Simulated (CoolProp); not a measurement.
Vapour-liquid equilibrium of benzene (1) + ethylbenzene (2) at 503 kPa; x and y are mole fractions of (1).

Model: multi-fluid Helmholtz-energy mixture model, Thol 2012 and Zhou 2012; pair parameters Bell 2016, in CoolProp.

```tsv
x	bubble temperature, mixture model (K)	bubble temperature, Raoult's law (K)	y, mixture model	y, Raoult's law
0.05	476.8	475.4	0.115	0.148
0.2	464.3	460.6	0.399	0.465
0.35	452.9	448.7	0.607	0.661
0.5	442.5	439.0	0.757	0.790
0.65	433.3	430.9	0.863	0.878
0.8	425.2	423.9	0.937	0.941
0.95	418.2	417.9	0.987	0.987
```

The largest gap from Raoult's law is +4.2 K in bubble temperature, at x = 0.35. No azeotrope shows between x = 0.05 and 0.95.

Pair parameters are fitted to limited data, so mixtures are less certain than the pure fluids.
